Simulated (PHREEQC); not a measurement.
Dissolve 0.13 mol/kgw HCl and 0.0064 mol/kgw Al2(SO4)3 at 25 °C. Closed to the air; pH follows from the charge balance.

The numbers come from PHREEQC with the ion-association model, phreeqc.dat.

This is a speciation only: nothing precipitates in the calculation.

**Question.** Order these S species by the share of S that they hold, largest first: AlHSO4+2, Al(SO4)2-, HSO4-, SO4-2, AlSO4+.

**Answer.** HSO4- (59 %), AlSO4+ (23 %), SO4-2 (16 %), Al(SO4)2- (1.4 %), AlHSO4+2 (0.45 %)

**Question.** Order these Al species by the share of Al that they hold, largest first: Al(SO4)2-, AlHSO4+2, AlSO4+, Al+3.

**Answer.** Al+3 (63 %), AlSO4+ (35 %), Al(SO4)2- (1.0 %), AlHSO4+2 (0.68 %)

The pH is 1.02 and the ionic strength 0.175 mol/kgw.
